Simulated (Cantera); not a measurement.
A Cantera script and what it prints.

```python
import numpy as np
import cantera as ct

gas_names = """
    AL ALCL ALCL2 ALCL3 ALH ALN AL2 AL2CL6 CL CL2 H HCL H2 N NH NH2 NH3 N2 N2H2 N2H4
""".split()
cond_names = """
    AL(cr) AL(L) ALCL3(s) ALCL3(L) ALN(s) NH4CL(a) NH4CL(b)
""".split()


# ... load() reads the species with a 1 bar reference pressure and builds the phases ...
atoms = {
    'AlCl3': {'AL': 1, 'CL': 3},
    'NH3': {'N': 1, 'H': 3},
    'N2': {'N': 2},
}
top_T = {'ALN(s)': 2750}  # K; cautious upper limits of use, not melting points


# ... equilibrate(T, P, feed) seeds the gas with the atoms and calls Mixture.equilibrate('TP', solver="vcs", rtol=1e-11, max_steps=5000) ...
results = []
feed = {'AlCl3': 1, 'NH3': 3.1, 'N2': 3.1}  # mol
P = 1400  # Pa
for T in [1300, 1375, 1450, 1525, 1600, 1675, 1750]:
    mix = equilibrate(T, P, feed)
    results.append((T, P, feed, dict(zip(mix.species_names, mix.species_moles))))

top = {s: max(r[3][s] / sum(r[3][g] for g in gas_names) for r in results) for s in gas_names}
cols = sorted((s for s in top if top[s] > 0.0001), key=lambda s: -top[s])[:8]
seen = [c for c in cond_names if any(r[3].get(c, 0) > 1e-12 for r in results)]
print("log10 of partial pressures in bar; condensed amounts in mol")
print(f"{'T/K':>10s}" + "".join(f"{s[:9]:>10s}" for s in cols + seen))
for T, P, feed, n in results:
    ng = sum(n[g] for g in gas_names)
    print(f"{T:10.4g}" + "".join(f"{np.log10(max(n[s] / ng * P / 1e5, 1e-99)):10.3f}" for s in cols)
          + "".join(f"{n.get(c, 0):10.4g}" for c in seen))
```

Result:

```
log10 of partial pressures in bar; condensed amounts in mol
       T/K        N2        H2       HCL     ALCL3      ALCL     ALCL2         H        CL    ALN(s)
      1300    -2.214    -2.245    -2.900    -3.031    -5.719    -5.010    -7.079    -7.807    0.3057
      1375    -2.214    -2.245    -2.911    -3.034    -4.963    -4.555    -6.587    -7.335    0.2896
      1450    -2.214    -2.245    -2.925    -3.050    -4.290    -4.158    -6.147    -6.916    0.2507
      1525    -2.215    -2.249    -2.952    -3.101    -3.697    -3.824    -5.751    -6.549    0.1415
      1600    -2.218    -2.262    -2.933    -3.218    -3.328    -3.642    -5.396    -6.169         0
      1675    -2.223    -2.280    -2.832    -3.370    -3.212    -3.609    -5.075    -5.734         0
      1750    -2.228    -2.298    -2.758    -3.560    -3.123    -3.613    -4.782    -5.355         0
```

Method: chemical equilibrium by Gibbs-energy minimisation in Cantera with the NASA 1993 tables (ideal gas, pure condensed phases). The tables' values for AlCl2 are old estimates; treat these amounts as uncertain.
